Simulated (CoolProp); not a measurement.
Fluoroethane (R161) along the isobar 0.448 MPa: density (kg/m³) from the reference equation and from simpler models built on Tc = 375.2 K, pc = 5.010 MPa, ω = 0.216; each cubic takes its own stable root.

Model: reference Helmholtz-energy equation of state, Wu 2012, in CoolProp.

```csv
T (K),phase,reference,van der Waals,Redlich-Kwong,Peng-Robinson
153.9,liquid,925.9,530.4,790.1,894.3
159.1,liquid,919.2,526.9,784.6,…
164.3,liquid,912.5,523.3,778.9,884.1
169.5,liquid,905.8,519.7,…,878.8
174.7,liquid,899.1,516.0,767.1,873.3
180,liquid,892.3,512.1,…,867.5
185.2,liquid,885.6,508.2,…,861.7
190.4,liquid,878.9,…,748.2,855.7
195.6,liquid,872.1,500.3,741.6,849.5
200.8,liquid,865.3,496.2,734.9,843.1
206,liquid,858.5,492.0,728.0,836.5
211.3,liquid,851.5,487.7,…,829.5
```

Fill in the missing entries.


- 159.1, Peng-Robinson: 889.3
- 169.5, Redlich-Kwong: 773.1
- 180, Redlich-Kwong: 760.9
- 185.2, Redlich-Kwong: 754.6
- 190.4, van der Waals: 504.3
- 211.3, Redlich-Kwong: 720.7
